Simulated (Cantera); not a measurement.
# Thermodynamics of metals in furnace atmospheres, feed Fe + CO2 + H2

Input: 1 mol Fe, 0.79 mol CO2, 170 mol H2, at 0.620 bar.

These are equilibrium values from Cantera (NASA tables, ideal gas, pure condensed phases), not measurements of a reactor. Candidate condensed phases: C, C6H6, C7H8, C8H18, Fe, Fe(CO)5, FeO, Fe(OH)2, Fe(OH)3, Fe2O3, Fe3O4, H2O; 114 gas species. The numbers say what is thermodynamically allowed, not how fast it happens.

From 1077 °C to 1377 °C the condensed part is Fe(γ). From 1427 °C to 1527 °C the condensed part is Fe(δ). From 1577 °C to 1627 °C the condensed part is Fe(l).

```json
[
 {"T (°C)": "1077", "log p H2": "-0.21", "log p H2O": "-2.54", "log p CO": "-2.54", "log p H": "-5.73", "log p Fe": "-8.37", "log p CH4": "-5.12", "n Fe(γ)": "1.000", "n Fe(δ)": "0", "n Fe(l)": "0"},
 {"T (°C)": "1127", "log p H2": "-0.21", "log p H2O": "-2.54", "log p CO": "-2.54", "log p H": "-5.42", "log p Fe": "-7.81", "log p CH4": "-5.43", "n Fe(γ)": "1.000", "n Fe(δ)": "0", "n Fe(l)": "0"},
 {"T (°C)": "1177", "log p H2": "-0.21", "log p H2O": "-2.54", "log p CO": "-2.54", "log p H": "-5.13", "log p Fe": "-7.30", "log p CH4": "-5.72", "n Fe(γ)": "1.000", "n Fe(δ)": "0", "n Fe(l)": "0"},
 {"T (°C)": "1227", "log p H2": "-0.21", "log p H2O": "-2.54", "log p CO": "-2.54", "log p H": "-4.86", "log p Fe": "-6.82", "log p CH4": "-5.99", "n Fe(γ)": "1.000", "n Fe(δ)": "0", "n Fe(l)": "0"},
 {"T (°C)": "1277", "log p H2": "-0.21", "log p H2O": "-2.54", "log p CO": "-2.54", "log p H": "-4.61", "log p Fe": "-6.38", "log p CH4": "-6.24", "n Fe(γ)": "1.000", "n Fe(δ)": "0", "n Fe(l)": "0"},
 {"T (°C)": "1327", "log p H2": "-0.21", "log p H2O": "-2.54", "log p CO": "-2.54", "log p H": "-4.37", "log p Fe": "-5.96", "log p CH4": "-6.48", "n Fe(γ)": "1.000", "n Fe(δ)": "0", "n Fe(l)": "0"},
 {"T (°C)": "1377", "log p H2": "-0.21", "log p H2O": "-2.54", "log p CO": "-2.54", "log p H": "-4.15", "log p Fe": "-5.57", "log p CH4": "-6.70", "n Fe(γ)": "0.999", "n Fe(δ)": "0", "n Fe(l)": "0"},
 {"T (°C)": "1427", "log p H2": "-0.21", "log p H2O": "-2.54", "log p CO": "-2.54", "log p H": "-3.94", "log p Fe": "-5.20", "log p CH4": "-6.91", "n Fe(γ)": "0", "n Fe(δ)": "0.998", "n Fe(l)": "0"},
 {"T (°C)": "1477", "log p H2": "-0.21", "log p H2O": "-2.54", "log p CO": "-2.54", "log p H": "-3.74", "log p Fe": "-4.86", "log p CH4": "-7.11", "n Fe(γ)": "0", "n Fe(δ)": "0.996", "n Fe(l)": "0"},
 {"T (°C)": "1527", "log p H2": "-0.21", "log p H2O": "-2.54", "log p CO": "-2.54", "log p H": "-3.55", "log p Fe": "-4.53", "log p CH4": "-7.29", "n Fe(γ)": "0", "n Fe(δ)": "0.992", "n Fe(l)": "0"},
 {"T (°C)": "1577", "log p H2": "-0.21", "log p H2O": "-2.54", "log p CO": "-2.54", "log p H": "-3.37", "log p Fe": "-4.23", "log p CH4": "-7.47", "n Fe(γ)": "0", "n Fe(δ)": "0", "n Fe(l)": "0.984"},
 {"T (°C)": "1627", "log p H2": "-0.21", "log p H2O": "-2.54", "log p CO": "-2.54", "log p H": "-3.21", "log p Fe": "-3.95", "log p CH4": "-7.64", "n Fe(γ)": "0", "n Fe(δ)": "0", "n Fe(l)": "0.969"}
]
```
log p: log10 of the partial pressure in bar; n: condensed amount in mol.
